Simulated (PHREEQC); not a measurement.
# Brine: speciation

Consider water at 25 °C with 3.7 mol LiCl, 1.4 mol Na2SO4 and 0.0014 mol H4SiO4 per kg of water. Closed to the air; pH follows from the charge balance.

All values are PHREEQC results (Pitzer model, pitzer.dat), not measurements.

Each row changes one thing in this solution. No solid was allowed to form.

```
case                               pH  H3SiO4- (mol/kgw)  HSO4- (mol/kgw)  SI of Thenardite (Na2SO4)  SI of SiO2(a) (SiO2)
-------------------------------  ----  -----------------  ---------------  -------------------------  --------------------
as made                          6.03            5.69e-6          5.57e-6                      -0.39                 +0.43
LiCl from 3.7 to 4.07 mol/kgw    5.99                  ?          5.98e-6                          ?                 +0.48
diluted 2-fold with water        6.41                  ?          1.96e-6                      -1.40                     ?
Na2SO4 from 1.4 to 1.54 mol/kgw  6.03            5.96e-6          5.85e-6                      -0.28                 +0.44
diluted 100-fold with water         ?            3.03e-8          5.81e-8                      -5.30                 -2.19
```

Problem. Complete the blanks.

Solution. 
- LiCl from 3.7 to 4.07 mol/kgw, H3SiO4- (mol/kgw): 6.07e-6
- LiCl from 3.7 to 4.07 mol/kgw, SI of Thenardite (Na2SO4): -0.32
- diluted 2-fold with water, H3SiO4- (mol/kgw): 2.17e-6
- diluted 2-fold with water, SI of SiO2(a) (SiO2): -0.18
- diluted 100-fold with water, pH: 7.04

Some of these states are supersaturated (in SiO2(a), for instance). In brines, pH and single-ion activities rest on the MacInnes convention.
